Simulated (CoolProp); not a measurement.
Model: reference Helmholtz-energy equation of state, Leachman 2009, in CoolProp.

Problem. Give the vapour pressure (MPa), liquid density (kg/m³), vapour density (kg/m³), liquid conductivity (mW/(m K)) of saturated normal hydrogen at 32.3 K.

Solution. 
```csv
T (K),p (MPa),liquid density (kg/m³),vapour density (kg/m³),liquid conductivity (mW/(m K))
32.3,1.15,45.3,18.0,89.8
```

Thermal conductivity comes from a separate model (Assael 2011).
